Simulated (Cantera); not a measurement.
An adiabatic, constant-pressure homogeneous reactor starts with CH₄ : O₂ : N₂ = 1 : 6.45 : 24.3 (molar parts), equivalence ratio 0.31, at 1673 K and 1.01 bar. Integrator tolerance rtol = 1e-08.

Model: GRI-Mech 3.0 (53 species, 325 reactions), integrated in Cantera.

Question: What does this change do: pressure from 1.01 bar to 11.0 bar?

Answer: 
```json
[
 {"quantity": "time of steepest temperature rise", "before": "0.231 ms", "after": "31.6 µs"},
 {"quantity": "temperature at 6.00 s", "before": "2276 K", "after": "2295 K"},
 {"quantity": "equilibrium temperature", "before": "2276 K", "after": "2295 K"},
 {"quantity": "x(CH₄) at 6.00 s", "before": "<1e-12 (gas-phase equilibrium <1e-12)", "after": "<1e-12 (gas-phase equilibrium <1e-12)"},
 {"quantity": "x(O₂) at 6.00 s", "before": "0.133 (gas-phase equilibrium 0.133)", "after": "0.133 (gas-phase equilibrium 0.133)"},
 {"quantity": "x(NO₂) at 6.00 s", "before": "1.07e-5 (gas-phase equilibrium 1.07e-5)", "after": "3.61e-5 (gas-phase equilibrium 3.61e-5)"},
 {"quantity": "x(CO₂) at 6.00 s", "before": "0.0306 (gas-phase equilibrium 0.0306)", "after": "0.0312 (gas-phase equilibrium 0.0312)"},
 {"quantity": "x(NO) at 6.00 s", "before": "0.0117 (gas-phase equilibrium 0.0117)", "after": "0.0122 (gas-phase equilibrium 0.0122)"}
]
```

Question: What does this change do: initial temperature 1673 to 1750 K?

Answer: 
```tsv
quantity	before	after
time of steepest temperature rise	0.231 ms	0.144 ms
temperature at 6.00 s	2276 K	2335 K
equilibrium temperature	2276 K	2335 K
x(CH₄) at 6.00 s	<1e-12 (gas-phase equilibrium <1e-12)	<1e-12 (gas-phase equilibrium <1e-12)
x(O₂) at 6.00 s	0.133 (gas-phase equilibrium 0.133)	0.131 (gas-phase equilibrium 0.131)
x(NO₂) at 6.00 s	1.07e-5 (gas-phase equilibrium 1.07e-5)	1.12e-5 (gas-phase equilibrium 1.12e-5)
x(CO₂) at 6.00 s	0.0306 (gas-phase equilibrium 0.0306)	0.0302 (gas-phase equilibrium 0.0302)
x(NO) at 6.00 s	0.0117 (gas-phase equilibrium 0.0117)	0.0131 (gas-phase equilibrium 0.0131)
```

Question: What does this change do: 0.29 parts C2H6 added?

Answer: 
| quantity | before | after |
|---|---|---|
| time of steepest temperature rise | 0.231 ms | 42.7 µs |
| temperature at 6.00 s | 2276 K | 2490 K |
| equilibrium temperature | 2276 K | 2490 K |
| x(CH₄) at 6.00 s | <1e-12 (gas-phase equilibrium <1e-12) | <1e-12 (gas-phase equilibrium <1e-12) |
| x(O₂) at 6.00 s | 0.133 (gas-phase equilibrium 0.133) | 0.0970 (gas-phase equilibrium 0.0970) |
| x(NO₂) at 6.00 s | 1.07e-5 (gas-phase equilibrium 1.07e-5) | 9.17e-6 (gas-phase equilibrium 9.17e-6) |
| x(CO₂) at 6.00 s | 0.0306 (gas-phase equilibrium 0.0306) | 0.0438 (gas-phase equilibrium 0.0438) |
| x(NO) at 6.00 s | 0.0117 (gas-phase equilibrium 0.0117) | 0.0149 (gas-phase equilibrium 0.0149) |
